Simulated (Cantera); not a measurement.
An isothermal, constant-pressure homogeneous reactor starts with 0.678 % CH4, 98.2 % H2, 1.08 % O2, equivalence ratio 47, at 2800 K and 9300 Pa.

Detailed kinetics in Cantera: GRI-Mech 3.0 (53 species, 325 reactions).

x: mole fraction; the columns are a selection and need not sum to one.

| t (s) | x CH4 | x H2 | x O2 | x C2H | x CO2 | x H2O2 | x HCO |
|---|---|---|---|---|---|---|---|
| 2.00e-5 | 0.00569 | 0.971 | 0.00851 | 2.49e-9 | 1.61e-6 | 6.66e-7 | [?] |
| 8.05e-5 | 0.00337 | 0.937 | 0.000157 | 1.56e-6 | 8.95e-6 | 8.26e-9 | [?] |
| 0.000324 | 0.000938 | 0.920 | 1.04e-7 | 1.31e-5 | 3.03e-6 | 1.69e-11 | [?] |
| 0.00130 | 0.000149 | 0.899 | 1.63e-7 | 1.21e-5 | 1.00e-5 | 1.92e-11 | [?] |
| 0.00525 | 1.78e-7 | 0.851 | 3.30e-7 | 2.06e-8 | 1.41e-5 | 2.46e-11 | [?] |
| 0.0211 | 3.37e-12 | 0.768 | 1.04e-6 | <1e-12 | 1.36e-5 | 4.59e-11 | [?] |
| 0.0851 | 2.12e-12 | 0.747 | 1.29e-6 | <1e-12 | 1.35e-5 | 5.13e-11 | 1.23e-8 |
| 0.343 | 2.12e-12 | 0.747 | 1.29e-6 | <1e-12 | 1.35e-5 | 5.13e-11 | 1.23e-8 |
| 1.38 | 2.12e-12 | 0.747 | 1.29e-6 | <1e-12 | 1.35e-5 | 5.13e-11 | 1.23e-8 |
| 5.55 | 2.12e-12 | 0.747 | 1.29e-6 | <1e-12 | 1.35e-5 | 5.13e-11 | 1.23e-8 |
| 22.4 | 2.12e-12 | 0.747 | 1.29e-6 | <1e-12 | 1.35e-5 | 5.13e-11 | 1.23e-8 |
| 90.0 | 2.12e-12 | 0.747 | 1.29e-6 | <1e-12 | 1.35e-5 | 5.13e-11 | 1.23e-8 |

Complete the blanks.


- 2.00e-5, x HCO: 5.04e-7
- 8.05e-5, x HCO: 6.81e-7
- 0.000324, x HCO: 4.80e-7
- 0.00130, x HCO: 1.76e-7
- 0.00525, x HCO: 1.98e-8
- 0.0211, x HCO: 1.33e-8
